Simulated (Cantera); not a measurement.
Input (Python, Cantera) and output of one run.

```python
import numpy as np
import cantera as ct

gas_names = [...]  # 136 gases of nasa_gas.yaml made of C, H, N, O
cond_names = """
    C(gr) C6H6(L) C7H8(L) C8H18(L),n-octa H2O(s) H2O(L)
""".split()


# ... load() reads the species with a 1 bar reference pressure and builds the phases ...
atoms = {
    'acetone': {'C': 3, 'H': 6, 'O': 1},
    'NH3': {'N': 1, 'H': 3},
    'N2': {'N': 2},
}
top_T = {'C(gr)': 4500}  # K; cautious upper limits of use, not melting points


# ... equilibrate(T, P, feed) seeds the gas with the atoms and calls Mixture.equilibrate('TP', solver="vcs", rtol=1e-11, max_steps=5000) ...
results = []
feed = {'acetone': 1, 'NH3': 0.048, 'N2': 1.5}  # mol
P = 1000  # Pa
for T in [673, 723, 773, 823, 873, 923, 973, 1023, 1073]:
    mix = equilibrate(T, P, feed)
    results.append((T, P, feed, dict(zip(mix.species_names, mix.species_moles))))

top = {s: max(r[3][s] / sum(r[3][g] for g in gas_names) for r in results) for s in gas_names}
cols = sorted((s for s in top if top[s] > 1e-06), key=lambda s: -top[s])[:9]
seen = [c for c in cond_names if any(r[3].get(c, 0) > 1e-12 for r in results)]
print("log10 of partial pressures in bar; condensed amounts in mol")
print(f"{'T/K':>10s}" + "".join(f"{s[:9]:>10s}" for s in cols + seen))
for T, P, feed, n in results:
    ng = sum(n[g] for g in gas_names)
    print(f"{T:10.4g}" + "".join(f"{np.log10(max(n[s] / ng * P / 1e5, 1e-99)):10.3f}" for s in cols)
          + "".join(f"{n.get(c, 0):10.4g}" for c in seen))
```

Result:

```
log10 of partial pressures in bar; condensed amounts in mol
       T/K        H2        N2        CO       H2O       CO2       CH4       NH3       HCN     C(gr)
       673    -2.319    -2.493    -3.726    -3.009    -3.328    -3.455    -6.596   -11.085     2.521
       723    -2.279    -2.517    -3.273    -3.242    -3.352    -3.831    -6.831   -10.357     2.436
       773    -2.265    -2.539    -2.972    -3.559    -3.557    -4.205    -7.070    -9.736     2.259
       823    -2.263    -2.554    -2.822    -3.963    -3.965    -4.556    -7.294    -9.193     2.103
       873    -2.262    -2.561    -2.770    -4.403    -4.485    -4.872    -7.493    -8.710     2.033
       923    -2.261    -2.564    -2.755    -4.828    -5.011    -5.156    -7.670    -8.278      2.01
       973    -2.261    -2.564    -2.750    -5.218    -5.499    -5.413    -7.829    -7.891     2.003
      1023    -2.261    -2.565    -2.749    -5.572    -5.944    -5.646    -7.973    -7.541     2.001
      1073    -2.261    -2.565    -2.748    -5.895    -6.348    -5.859    -8.105    -7.225         2
```

Method: chemical equilibrium by Gibbs-energy minimisation in Cantera with the NASA 1993 tables (ideal gas, pure condensed phases). The feed counts by its element totals alone.
